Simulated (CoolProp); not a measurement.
Properties of water along the isobar 100 MPa.

The numbers come from the reference Helmholtz-energy equation of state, Wagner 2002 in CoolProp.

```csv
T (K),phase,Z,cp (kJ/(kg K)),Joule-Thomson coefficient (K/MPa),fugacity coefficient
424.9,liquid,0.5293,4.080,-0.1684,0.008205
443.9,liquid,0.5146,4.102,-0.1593,0.01287
462.8,liquid,0.5019,4.129,-0.1492,0.01925
481.8,liquid,0.4909,4.161,-0.1379,0.02774
500.7,liquid,0.4816,4.198,-0.1251,0.03854
519.7,liquid,0.4737,4.241,-0.1106,0.05200
538.6,liquid,0.4673,4.290,-0.09400,0.06818
557.6,liquid,0.4623,4.347,-0.07489,0.08734
576.5,liquid,0.4587,4.411,-0.05296,0.1093
595.4,liquid,0.4566,4.483,-0.02756,0.1342
614.4,liquid,0.4559,4.565,0.002122,0.1619
```
